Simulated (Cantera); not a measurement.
A perfectly stirred reactor is fed with CH₄ : C₂H₆ : O₂ : N₂ = 1 : 0.055 : 3.85 : 36.2 (molar parts), at 10.0 bar; it is adiabatic with a 600 K inlet, and is followed from long to short residence time, starting on the burning branch (τ in s: 0.2, 0.087, 0.037, 0.016, 0.0068, 0.0029, 0.0012, 0.00053, 0.00023, 9.7e-05).

Model: GRI-Mech 3.0 (53 species, 325 reactions), integrated in Cantera.

Problem. What does this change do: O2 3.85 to 5.2 parts?

Solution. 
| quantity | before | after |
|---|---|---|
| blow-out, bracketed by the residence times tried | burning at 87.0 ms, out at 37.0 ms | burning at 87.0 ms, out at 37.0 ms |
| x(CH₄) at τ = 0.200 s | 0.000346 | 0.000468 |
| x(C₂H₆) at τ = 0.200 s | 6.78e-6 | 8.96e-6 |
| x(O₂) at τ = 0.200 s | 0.0422 | 0.0732 |
| x(C₂H₂) at τ = 0.200 s | 7.28e-7 | 7.66e-7 |
| x(H₂O₂) at τ = 0.200 s | 1.18e-6 | 2.00e-6 |
| x(CH₄) at τ = 2.90 ms | 0.0243 | 0.0236 |
| x(C₂H₆) at τ = 2.90 ms | 0.00134 | 0.00130 |
| x(O₂) at τ = 2.90 ms | 0.0937 | 0.122 |
| x(C₂H₂) at τ = 2.90 ms | <1e-12 | <1e-12 |
| x(H₂O₂) at τ = 2.90 ms | <1e-12 | <1e-12 |
